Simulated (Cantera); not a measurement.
A freely propagating, adiabatic, planar premixed flame of H2 : O2 : N2 = 1 : 0.357 : 1.5 (molar parts), equivalence ratio 1.4, unburnt at 675 K and 0.720 bar; mixture-averaged transport, grid criteria slope 0.08 and curve 0.16, no radiation.

Cantera simulation using the H2/O2 subset of GRI-Mech 3.0, which has no nitrogen chemistry; the numbers are that mechanism's predictions, not measurements. Burning velocities carry a grid error of a few per cent, more on coarse grids.

Task: Predict: laminar burning velocity; thermal thickness; peak x(H2O2); peak x(H); peak x(OH).

Result: 
| Quantity | Result |
|---|---|
| laminar burning velocity | 971 cm/s |
| thermal thickness | 0.760 mm |
| peak x(H2O2) | 3.57e-6 |
| peak x(H) | 0.0913 |
| peak x(OH) | 0.0127 |
